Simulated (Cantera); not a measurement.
A diamond (100) surface in a fixed gas of H2 with x(CH4) = 0.0079, x(H) = 0.00047, x(CH3) = 1.2e-05, at 1075 K; coverages are run to steady state.

Cantera simulation using the Harris–Goodwin 1993 mechanism for the reconstructed diamond (100) surface; the numbers are that mechanism's predictions, not measurements.

θ: site fractions in the mechanism's names (c6HH fully hydrogenated, c6H* and c6*H radical sites, c6** diradical, c6HM methylated).

| P (Pa) | growth (µm/h) | θ c6HH | θ c6H* | θ c6*H | θ c6** | θ c6HM |
|---|---|---|---|---|---|---|
| 1100 | 0.00972 | 0.549 | 0.0245 | 0.413 | 0.0119 | 0.000799 |
| 1900 | 0.0244 | 0.549 | 0.0245 | 0.413 | 0.0119 | 0.00130 |
| 3300 | 0.0622 | 0.548 | 0.0245 | 0.412 | 0.0119 | 0.00204 |
| 5600 | 0.149 | 0.548 | 0.0245 | 0.412 | 0.0119 | 0.00299 |
| 9700 | ? | 0.547 | 0.0244 | 0.411 | 0.0118 | ? |
| 17000 | ? | 0.546 | 0.0244 | 0.410 | 0.0118 | ? |
| 29000 | 1.60 | 0.545 | 0.0244 | 0.409 | 0.0118 | 0.00652 |
| 49000 | 3.04 | 0.544 | 0.0243 | 0.409 | 0.0118 | 0.00737 |

Q: Some entries are withheld; supply them.

A: 
- 9700, growth (µm/h): 0.351
- 9700, θ c6HM: 0.00417
- 17000, growth (µm/h): 0.788
- 17000, θ c6HM: 0.00544
